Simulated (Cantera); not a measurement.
Feed: 1 mol n-butane, 0.73 mol O2, 23 mol H2, 0.22 mol CO2, held at 1927 °C and 81.0 mbar.

Method: chemical equilibrium by Gibbs-energy minimisation in Cantera with the NASA 1993 tables (ideal gas, pure condensed phases). Candidate condensed phases: C, C6H6, C7H8, C8H18, H2O; 110 gas species. Kinetics and transport are ignored.

Base state: H2 0.916, CO 0.0629, H 0.0189, C2H2 (acetylene) 0.00235, CH4 1.79e-5 (mole fractions); condensed: C(graphite).

Problem. What changes in the equilibrium state with this change: pressure from 81.0 mbar to 13.3 mbar?

Solution. 
| species | before | after |
|---|---|---|
| H2 | 0.916 | 0.890 |
| CO | 0.0629 | 0.0621 |
| H | 0.0189 | 0.0460 |
| CH4 | 1.79e-5 | 2.77e-6 |
| C2H2 (acetylene) | 0.00235 | 0.00228 |
| C(graphite), mol | 2.18 | 2.18 |
